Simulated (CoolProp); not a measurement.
Model: reference Helmholtz-energy equation of state, McLinden 2015, in CoolProp.

**Question.** For the fluoroketone C6F12O (FK-5-1-12), give the phase and the Joule-Thomson coefficient (K/MPa) at 137.75 °C and 1.47 bar; 161.75 °C and 69.6 bar; 163.15 °C and 0.162 bar.

**Answer.** 
- 137.75 °C and 1.47 bar: gas; Joule-Thomson coefficient 10.5
- 161.75 °C and 69.6 bar: liquid; Joule-Thomson coefficient 0.283
- 163.15 °C and 0.162 bar: gas; Joule-Thomson coefficient 8.28
